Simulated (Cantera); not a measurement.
# Transport properties of process gases

Gas mixture: NH₃ : N₂ = 0.59 : 0.74 (molar parts), at 1.00 bar, frozen composition.

Cantera's kinetic-theory transport with the Lennard-Jones parameters of GRI-Mech 3.0, ideal gas; thermal conductivity in the mixture-averaged form. Polar gases are described roughly by these parameters. The composition is frozen, though it would react at the higher temperatures.

```
T (K)  ρ (kg/m³)  cp (J/kg/K)  μ (µPa s)  λ (mW/m/K)     Pr  D (cm²/s) CO₂  D (cm²/s) H₂  D (cm²/s) H
-----  ---------  -----------  ---------  ----------  -----  -------------  ------------  -----------
400        0.696         1446       18.7        37.5  0.723          0.276          1.32         2.08
600        0.464         1592       26.1        57.4  0.723          0.580          2.64         4.28
800        0.348         1737       32.6        78.1  0.726          0.966          4.29         7.05
1000       0.278         1871       38.6        98.7  0.731           1.42          6.23         10.3
1200       0.232         1979       44.1         119  0.733           1.95          8.44         14.1
1400       0.199         2070       49.2         139  0.735           2.53          10.9         18.2
```
D: mixture-averaged diffusion coefficient of that species in the mixture.
